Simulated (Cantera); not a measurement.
A closed system holds: 1 mol Si2Cl6, 0.057 mol HCl, 93 mol H2, 0.41 mol Cl2, at 1725 K and 1.00 bar.

Equilibrium computed with Cantera from the NASA thermochemical tables; the gas is ideal and each condensed phase is pure. Candidate condensed phases: Si; 19 gas species. The feed counts by its element totals alone. The tables' values for SiCl3 are old estimates; treat these amounts as uncertain. Gases not in the tables: Si2H6 and higher silanes. The numbers say what is thermodynamically allowed, not how fast it happens.

Q: What is the equilibrium state?

A: 
```json
{
 "x(H2)": "0.939",
 "x(HCl)": "0.0508",
 "x(SiCl2)": "0.00947",
 "x(SiCl3)": "0.000353",
 "x(H)": "0.000180",
 "x(SiHCl3)": "9.45e-5",
 "x(SiH2Cl2)": "6.37e-5",
 "x(SiCl4)": "2.47e-5",
 "x(SiH2)": "1.62e-5",
 "n(Si(l))": "1.03 mol",
 "gas_amount": "96.44 mol"
}
```
